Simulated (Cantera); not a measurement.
Standard-state values (1 bar) from the NASA 1993 polynomials, evaluated with Cantera. Values are per mole of reaction as written; species without (g) are pure solids or liquids, kept so even where they would boil at 1 bar.

3 FeCl2 → Fe + Fe2Cl6(g)

```tsv
T (K)	ΔH° (kJ)	ΔS° (J/K)	ΔG° (kJ)	log10 K	condensed phases
823	352.3	174.7	208.5	-13.23	FeCl2(s), Fe(α)
923	348.8	170.6	191.3	-10.82	FeCl2(s), Fe(α)
1023	…	…	…	…	FeCl2(l), Fe(α)
1123	207.2	22.6	181.8	-8.46	FeCl2(l), Fe(α)
1223	199.3	15.8	179.9	-7.68	FeCl2(l), Fe(γ)
1323	190.3	8.8	178.7	-7.05	FeCl2(l), Fe(γ)
1423	181.4	2.3	178.1	-6.54	FeCl2(l), Fe(γ)
1523	…	…	…	…	FeCl2(l), Fe(γ)
```

Fill in the missing entries.


- 1023, ΔH° (kJ): 213.6
- 1023, ΔS° (J/K): 28.5
- 1023, ΔG° (kJ): 184.4
- 1023, log10 K: -9.42
- 1523, ΔH° (kJ): 172.6
- 1523, ΔS° (J/K): -3.7
- 1523, ΔG° (kJ): 178.2
- 1523, log10 K: -6.11
